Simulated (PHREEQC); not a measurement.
Consider water at 64 °C with 0.55 mol HCl, 0.0064 mol BaCl2 and 0.044 mol NaCl per kg of water. Closed to the air; pH follows from the charge balance.

Model: Pitzer model, pitzer.dat, run in PHREEQC.

Precipitation was switched off in this run.

### Question
Estimate the pH, density, specific conductance.

### Answer
pH 0.34; density 0.993 g/cm³; specific conductance 328000 µS/cm.

Species that the database lacks are ignored. Away from 25 °C the constants follow the database's enthalpies or fits; those with neither stay at their 25 °C values.
